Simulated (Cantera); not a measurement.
Transport properties of process gases

Gas mixture: N₂O : CO₂ = 0.83 : 0.43 (molar parts), at 13300 Pa, frozen composition.

Cantera's kinetic-theory transport with the Lennard-Jones parameters of GRI-Mech 3.0, ideal gas; thermal conductivity in the mixture-averaged form. The composition is frozen, though it would react at the higher temperatures.

```json
[
 {"T (K)": "400", "ρ (kg/m³)": "0.176", "cp (J/kg/K)": "959.2", "μ (µPa s)": "19.6", "λ (mW/m/K)": "25.4", "Pr": "0.738", "D (cm²/s) H₂": "8.24", "D (cm²/s) OH": "3.14", "D (cm²/s) O": "3.21"},
 {"T (K)": "550", "ρ (kg/m³)": "0.128", "cp (J/kg/K)": "1064", "μ (µPa s)": "25.6", "λ (mW/m/K)": "37.1", "Pr": "0.737", "D (cm²/s) H₂": "14.2", "D (cm²/s) OH": "5.47", "D (cm²/s) O": "5.60"},
 {"T (K)": "700", "ρ (kg/m³)": "0.101", "cp (J/kg/K)": "1142", "μ (µPa s)": "31.0", "λ (mW/m/K)": "48.1", "Pr": "0.736", "D (cm²/s) H₂": "21.3", "D (cm²/s) OH": "8.28", "D (cm²/s) O": "8.47"},
 {"T (K)": "850", "ρ (kg/m³)": "0.0830", "cp (J/kg/K)": "1202", "μ (µPa s)": "35.9", "λ (mW/m/K)": "58.6", "Pr": "0.736", "D (cm²/s) H₂": "29.5", "D (cm²/s) OH": "11.5", "D (cm²/s) O": "11.8"},
 {"T (K)": "1000", "ρ (kg/m³)": "0.0706", "cp (J/kg/K)": "1248", "μ (µPa s)": "40.3", "λ (mW/m/K)": "68.4", "Pr": "0.736", "D (cm²/s) H₂": "38.7", "D (cm²/s) OH": "15.1", "D (cm²/s) O": "15.5"},
 {"T (K)": "1150", "ρ (kg/m³)": "0.0614", "cp (J/kg/K)": "1280", "μ (µPa s)": "44.5", "λ (mW/m/K)": "77.6", "Pr": "0.734", "D (cm²/s) H₂": "48.8", "D (cm²/s) OH": "19.1", "D (cm²/s) O": "19.6"}
]
```
D: mixture-averaged diffusion coefficient of that species in the mixture.
